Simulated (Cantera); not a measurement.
An adiabatic, constant-volume homogeneous reactor starts with CH₄ : CO : O₂ : N₂ = 1 : 0.11 : 3.74 : 14 (molar parts), at 1700 K and 10.0 bar. Integrator tolerance rtol = 1e-08.

Computed with Cantera and GRI-Mech 3.0 (53 species, 325 reactions).

```csv
quantity,before,after
time of steepest temperature rise,28.1 µs,0.849 ms
temperature at 6.00 s,2847 K,2628 K
equilibrium temperature,2847 K,2628 K
x(CH₄) at 6.00 s,<1e-12 (gas-phase equilibrium <1e-12),<1e-12 (gas-phase equilibrium <1e-12)
x(CO) at 6.00 s,0.00817 (gas-phase equilibrium 0.00817),0.00312 (gas-phase equilibrium 0.00312)
x(O₂) at 6.00 s,0.0768 (gas-phase equilibrium 0.0768),0.0799 (gas-phase equilibrium 0.0799)
x(HO₂) at 6.00 s,2.94e-5 (gas-phase equilibrium 2.94e-5),2.01e-5 (gas-phase equilibrium 2.01e-5)
x(H₂O₂) at 6.00 s,1.48e-6 (gas-phase equilibrium 1.48e-6),1.16e-6 (gas-phase equilibrium 1.16e-6)
x(C₂H₆) at 6.00 s,<1e-12 (gas-phase equilibrium <1e-12),<1e-12 (gas-phase equilibrium <1e-12)
```

Which change was made?
(A) pressure from 10.0 bar to 5.60 bar
(B) initial temperature 1700 to 1025 K
(C) initial temperature 1700 to 1325 K
(D) initial temperature 1700 to 1723 K

C, initial temperature 1700 to 1325 K
